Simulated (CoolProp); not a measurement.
Properties of R1336mzz(E) along the isobar 5700 kPa.

Values from CoolProp's reference Helmholtz-energy equation of state, Akasaka 2023.

```json
[
 {"T (K)": "298", "phase": "liquid", "density (kg/m³)": "1348", "cv (kJ/(kg K))": "0.8825", "isothermal compressibility (1/MPa)": "0.002712", "expansivity (1/kK)": "2.032", "fugacity coefficient": "0.04114"},
 {"T (K)": "307.3", "phase": "liquid", "density (kg/m³)": "1322", "cv (kJ/(kg K))": "0.8867", "isothermal compressibility (1/MPa)": "0.003157", "expansivity (1/kK)": "2.151", "fugacity coefficient": "0.05504"},
 {"T (K)": "316.7", "phase": "liquid", "density (kg/m³)": "1295", "cv (kJ/(kg K))": "0.8911", "isothermal compressibility (1/MPa)": "0.003715", "expansivity (1/kK)": "2.292", "fugacity coefficient": "0.07209"},
 {"T (K)": "326", "phase": "liquid", "density (kg/m³)": "1267", "cv (kJ/(kg K))": "0.8956", "isothermal compressibility (1/MPa)": "0.004406", "expansivity (1/kK)": "2.454", "fugacity coefficient": "0.09210"},
 {"T (K)": "335.3", "phase": "liquid", "density (kg/m³)": "1237", "cv (kJ/(kg K))": "0.9003", "isothermal compressibility (1/MPa)": "0.005284", "expansivity (1/kK)": "2.646", "fugacity coefficient": "0.1153"},
 {"T (K)": "344.7", "phase": "liquid", "density (kg/m³)": "1205", "cv (kJ/(kg K))": "0.9053", "isothermal compressibility (1/MPa)": "0.006429", "expansivity (1/kK)": "2.875", "fugacity coefficient": "0.1421"},
 {"T (K)": "354", "phase": "liquid", "density (kg/m³)": "1172", "cv (kJ/(kg K))": "0.9107", "isothermal compressibility (1/MPa)": "0.007916", "expansivity (1/kK)": "3.146", "fugacity coefficient": "0.1719"},
 {"T (K)": "363.3", "phase": "liquid", "density (kg/m³)": "1137", "cv (kJ/(kg K))": "0.9164", "isothermal compressibility (1/MPa)": "0.009902", "expansivity (1/kK)": "3.473", "fugacity coefficient": "0.2047"},
 {"T (K)": "372.7", "phase": "liquid", "density (kg/m³)": "1098", "cv (kJ/(kg K))": "0.9226", "isothermal compressibility (1/MPa)": "0.01264", "expansivity (1/kK)": "3.879", "fugacity coefficient": "0.2408"},
 {"T (K)": "382", "phase": "liquid", "density (kg/m³)": "1057", "cv (kJ/(kg K))": "0.9294", "isothermal compressibility (1/MPa)": "0.01643", "expansivity (1/kK)": "4.379", "fugacity coefficient": "0.2790"},
 {"T (K)": "391.3", "phase": "liquid", "density (kg/m³)": "1012", "cv (kJ/(kg K))": "0.9368", "isothermal compressibility (1/MPa)": "0.02189", "expansivity (1/kK)": "5.019", "fugacity coefficient": "0.3193"},
 {"T (K)": "400.7", "phase": "liquid", "density (kg/m³)": "961.4", "cv (kJ/(kg K))": "0.9449", "isothermal compressibility (1/MPa)": "0.03019", "expansivity (1/kK)": "5.878", "fugacity coefficient": "0.3617"},
 {"T (K)": "410", "phase": "supercritical", "density (kg/m³)": "905.6", "cv (kJ/(kg K))": "0.9536", "isothermal compressibility (1/MPa)": "0.04328", "expansivity (1/kK)": "7.076", "fugacity coefficient": "0.4047"}
]
```
